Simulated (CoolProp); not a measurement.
Vapour-liquid equilibrium of octamethyltrisiloxane (MDM) (1) + octamethylcyclotetrasiloxane (D4) (2) at 0.00347 MPa; x and y are mole fractions of (1).

The numbers come from the multi-fluid Helmholtz-energy mixture model, Thol 2017 and Thol 2015; pair parameters Bell 2016 in CoolProp.

```tsv
x	bubble temperature (K)	y at the bubble point	dew temperature at overall composition x (K)	liquid density (mol/L)
0.05	350.6	0.128	351.7	3.011
0.2	346.2	0.403	349.5	3.059
0.35	342.8	0.588	347.1	3.105
0.5	339.9	0.725	344.5	3.151
0.65	337.3	0.831	341.5	3.196
0.8	334.9	0.915	338.1	3.241
0.95	332.8	0.981	333.9	3.285
```

No azeotrope shows between x = 0.05 and 0.95.

Pair parameters are fitted to limited data, so mixtures are less certain than the pure fluids.
